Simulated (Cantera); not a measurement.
An isothermal, constant-pressure homogeneous reactor starts with C₂H₆ : N₂ = 1 : 9.5 (molar parts), at 1798 K and 1.00 bar. Integrator tolerance rtol = 1e-08.

Detailed kinetics in Cantera: GRI-Mech 3.0 (53 species, 325 reactions). GRI-Mech 3.0 stops at C3 and has no aromatics, soot or wall deposition, so with more carbon than oxygen in the feed, carbon stays in small species such as C2H2 where larger ones or solid carbon would form.

Task: What does this change do: temperature 1798 to 1775 K?

Result: 
```
quantity                                              before                                      after
-----------------  -----------------------------------------  -----------------------------------------
x(C₂H₆) at 4.00 s    6.11e-8 (gas-phase equilibrium 2.54e-8)    8.08e-8 (gas-phase equilibrium 3.40e-8)
x(C₂H₂) at 4.00 s      0.0793 (gas-phase equilibrium 0.0327)      0.0791 (gas-phase equilibrium 0.0330)
x(H) at 4.00 s     0.000141 (gas-phase equilibrium 0.000141)  0.000116 (gas-phase equilibrium 0.000116)
x(CH₄) at 4.00 s    0.00104 (gas-phase equilibrium 0.000670)   0.00123 (gas-phase equilibrium 0.000800)
x(CH₃) at 4.00 s     1.86e-5 (gas-phase equilibrium 1.20e-5)    1.82e-5 (gas-phase equilibrium 1.18e-5)
x(H₂) at 4.00 s          0.158 (gas-phase equilibrium 0.159)        0.158 (gas-phase equilibrium 0.159)
x(C₂H₄) at 4.00 s  0.000295 (gas-phase equilibrium 0.000122)  0.000346 (gas-phase equilibrium 0.000145)
```

Task: What does this change do: temperature 1798 to 2000 K?

Result: 
```csv
quantity,before,after
x(C₂H₆) at 4.00 s,6.11e-8 (gas-phase equilibrium 2.54e-8),6.64e-9 (gas-phase equilibrium 2.57e-9)
x(C₂H₂) at 4.00 s,0.0793 (gas-phase equilibrium 0.0327),0.0793 (gas-phase equilibrium 0.0299)
x(H) at 4.00 s,0.000141 (gas-phase equilibrium 0.000141),0.000653 (gas-phase equilibrium 0.000654)
x(CH₄) at 4.00 s,0.00104 (gas-phase equilibrium 0.000670),0.000268 (gas-phase equilibrium 0.000168)
x(CH₃) at 4.00 s,1.86e-5 (gas-phase equilibrium 1.20e-5),2.17e-5 (gas-phase equilibrium 1.35e-5)
x(H₂) at 4.00 s,0.158 (gas-phase equilibrium 0.159),0.159 (gas-phase equilibrium 0.159)
x(C₂H₄) at 4.00 s,0.000295 (gas-phase equilibrium 0.000122),8.45e-5 (gas-phase equilibrium 3.19e-5)
```
